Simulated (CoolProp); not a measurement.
Values from CoolProp's reference Helmholtz-energy equation of state, Lemmon 2006. It is a short technical equation, of lower accuracy than the large ones.

**Question.** For carbonyl sulfide, give the phase and the cv (kJ/(kg K)) at 346.85 °C and 1360 kPa; 346.85 °C and 4090 kPa.

**Answer.** 
- 346.85 °C and 1360 kPa: gas; cv 0.724
- 346.85 °C and 4090 kPa: gas; cv 0.729
